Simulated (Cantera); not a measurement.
Mixture: CO : H2 : CH4 : O2 : N2 = 1 : 0.22 : 0.51 : 3.02 : 11.3 (molar parts), at 750 Torr, adiabatic and at constant pressure. Ignition delay is the time to a rise of 400 K.

Model: GRI-Mech 3.0 (53 species, 325 reactions), integrated in Cantera. Below about 1000 K GRI-Mech 3.0 lacks low-temperature oxidation paths.

Question: What does this change do: CO 1 to 0.68 parts?

Answer: 
| quantity | before | after |
|---|---|---|
| delay at 975 K | 16.6 ms | 18.9 ms |
| delay at 1050 K | 5.90 ms | 6.51 ms |
| delay at 1125 K | 2.77 ms | 3.01 ms |
| delay at 1200 K | 1.42 ms | 1.54 ms |
| delay at 1275 K | 0.784 ms | 0.837 ms |
| delay at 1350 K | 0.462 ms | 0.489 ms |
| delay at 1425 K | 0.291 ms | 0.305 ms |
| apparent activation energy between 1275 and 1425 K | 100 kJ/mol | 100 kJ/mol |
